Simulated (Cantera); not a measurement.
Feed: 1 mol V2O3, 500 mol H2, 1.1 mol N2, equilibrated at 1198.15 K and 24.0 Pa.

Method: chemical equilibrium by Gibbs-energy minimisation in Cantera with the NASA 1993 tables (ideal gas, pure condensed phases). Candidate condensed phases: H2O, V, VN, VO, V2O3, V2O4, V2O5; 28 gas species. Mutual solubility and eutectic melting of coexisting phases are not modelled. VO: taken at fixed stoichiometry. Condensed phases not in the tables: the oxides between V2O3 and V2O5 other than VO2. The numbers say what is thermodynamically allowed, not how fast it happens.

Base state: H2 0.997, N2 0.00220, H2O 0.000442, H 1.23e-5 (mole fractions); condensed: VO(s) + V2O3(s).

Task: What changes in the equilibrium state with this change: pressure from 24.0 Pa to 1.50 bar?

Result: 
```csv
species,before,after
H2,0.997,0.997
N2,0.00220,0.00176
H2O,0.000442,0.00129
NH3,2.16e-9,1.21e-5
H,1.23e-5,1.55e-7
"VO(s), mol",0.443,0
"V2O3(s), mol",0.778,0.785
"VN(s), mol",0,0.431
```
VN: taken at fixed stoichiometry. Condensed phases not in the tables: the oxides between V2O3 and V2O5 other than VO2, V2N.
